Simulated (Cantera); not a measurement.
A closed system holds: 1 mol Fe2O3, 1500 mol H2, 3.8 mol H2O, equilibrated at 1400 °C and 0.130 bar.

These are equilibrium values from Cantera (NASA tables, ideal gas, pure condensed phases), not measurements of a reactor. Candidate condensed phases: Fe, FeO, Fe(OH)2, Fe(OH)3, Fe2O3, Fe3O4, H2O; 12 gas species. Rates play no part.

Base state: H2 0.995, H2O 0.00452, H 0.000316, Fe 3.09e-5 (mole fractions); condensed: Fe(δ).

**Question.** What changes in the equilibrium state with this change: temperature from 1400 °C to 1700 °C?

**Answer.** 
| species | before | after |
|---|---|---|
| H2 | 0.995 | 0.990 |
| H2O | 0.00452 | 0.00451 |
| H | 0.000316 | 0.00373 |
| Fe | 3.09e-5 | 0.00133 |
| Fe(δ), mol | 1.95 | 0 |
